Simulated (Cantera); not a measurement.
CaCO3 + CO2 (calcination and drying)

Feed: 1 mol CaCO3, 6.2 mol CO2, held at 60.0 mbar.

Equilibrium computed with Cantera from the NASA thermochemical tables; the gas is ideal and each condensed phase is pure. Candidate condensed phases: C, Ca, CaCO3, CaO; 15 gas species. Equilibrium is a limit: real reactors are often held back by kinetics, nucleation or transport.

From 1275 K to 1825 K the condensed part is CaO(s).

```
T (K)  log p CO2  log p CO  log p O2  log p O  n CaO(s)
-----  ---------  --------  --------  -------  --------
1275       -1.22     -5.41     -5.71    -9.81      1.00
1325       -1.22     -5.12     -5.42    -9.27      1.00
1375       -1.22     -4.85     -5.15    -8.77      1.00
1425       -1.22     -4.60     -4.90    -8.31      1.00
1475       -1.22     -4.37     -4.67    -7.88      1.00
1525       -1.22     -4.15     -4.45    -7.47      1.00
1575       -1.22     -3.95     -4.25    -7.09      1.00
1625       -1.22     -3.76     -4.06    -6.74      1.00
1675       -1.22     -3.58     -3.88    -6.41      1.00
1725       -1.23     -3.41     -3.71    -6.09      1.00
1775       -1.23     -3.25     -3.55    -5.80      1.00
1825       -1.23     -3.10     -3.41    -5.52      1.00
```
log p: log10 of the partial pressure in bar; n: condensed amount in mol.
